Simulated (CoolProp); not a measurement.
Vapour-liquid equilibrium of acetone (1) + water (2) at 1.86 MPa; x and y are mole fractions of (1).

Computed with CoolProp (multi-fluid Helmholtz-energy mixture model, Lemmon 2006 and Wagner 2002; pair parameters Bell 2016).

```
x     bubble temperature (°C)  y at the bubble point  dew temperature at overall composition x (°C)  liquid density (mol/L)
----  -----------------------  ---------------------  ---------------------------------------------  ----------------------
0.05                    202.5                  0.149                                          206.7                   42.27
0.2                     189.8                  0.411                                          200.1                   31.08
0.35                    183.7                  0.534                                          192.9                   23.75
0.5                     180.3                  0.619                                          185.3                   18.70
0.65                    178.0                  0.706                                          179.3                   15.10
0.8                     176.6                  0.814                                          176.7                   12.43
0.95                    176.2                  0.949                                          176.2                   10.40
```

y crosses x between x = 0.8 and 0.95: the model has an azeotrope there.

Pair parameters are fitted to limited data, so mixtures are less certain than the pure fluids.
